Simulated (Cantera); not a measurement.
A closed system holds: 1 mol BN, a varied amount of H2O, 0.91 mol H2, at 23.0 mbar.

Cantera equilibrium calculation (NASA polynomials, part measured and part estimated; ideal gas, pure solids and liquids). Candidate condensed phases: B, BN, B2O3, B3O3H3, H2O; 39 gas species. Mutual solubility and eutectic melting of coexisting phases are not modelled. Gases not in the tables: H3BO3. Rates play no part.

Stable condensed phases, one row left out:

```
T in K \ n(H2O) in mol
         0.97  2.4  3.8  5.2  6.6    8  9.4   11   12   14   15   16   18
   1973     A    B    B    B    B    B    B    B    B    B    B    B    B
   1873     A    B    B    B    B    B    B    B    B    B    B    B    B
   1773     A    B    B    B    B    B    B    B    B    B    B    B    B
   1673     C    B    B    B    B    B    B    B    B    B    B    B    B
   1573     C    D    B    B    B    B    B    B    B    B    B    B    B
   1473     C    D    D    D    D    D    B    B    B    B    B    B    B
   1273     C    D    D    D    D    D    D    D    D    D    D    D    D
   1173     C    D    D    D    D    D    D    D    D    D    D    D    D
   1073     C    D    D    D    D    D    D    D    D    D    D    D    D
    973     C    D    D    D    D    D    D    D    D    D    D    D    D
```

A: BN; B: gas only; C: BN + B2O3; D: B2O3.

**Question.** Give the row for 1373 K.

**Answer.** 0.97: BN + B2O3; 2.4: B2O3; 3.8: B2O3; 5.2: B2O3; 6.6: B2O3; 8: B2O3; 9.4: B2O3; 11: B2O3; 12: B2O3; 14: B2O3; 15: B2O3; 16: B2O3; 18: B2O3.
